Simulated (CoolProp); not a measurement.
Vapour-liquid equilibrium of benzene (1) + n-dodecane (2) at 463 K; x and y are mole fractions of (1).

Computed with CoolProp (multi-fluid Helmholtz-energy mixture model, Thol 2012 and Lemmon 2004; pair parameters Bell 2016).

```csv
x,"bubble pressure, mixture model (bar)","bubble pressure, Raoult's law (bar)","y, mixture model","y, Raoult's law"
0.05,…,1.099,…,0.554
0.2,…,2.847,0.804,0.855
0.35,3.917,4.594,0.900,0.927
0.5,5.636,6.342,0.942,0.959
0.65,7.427,8.090,…,0.978
0.8,9.341,9.837,0.983,0.990
0.95,…,11.58,…,0.998
```

**Question.** What belongs in the gaps?

**Answer.** 
- 0.05, bubble pressure, mixture model (bar): 0.8994
- 0.05, y, mixture model: 0.440
- 0.2, bubble pressure, mixture model (bar): 2.296
- 0.65, y, mixture model: 0.966
- 0.95, bubble pressure, mixture model (bar): 11.44
- 0.95, y, mixture model: 0.996

The largest gap from Raoult's law is -19.4 % in bubble pressure, at x = 0.2. No azeotrope shows between x = 0.05 and 0.95.

Pair parameters are fitted to limited data, so mixtures are less certain than the pure fluids.
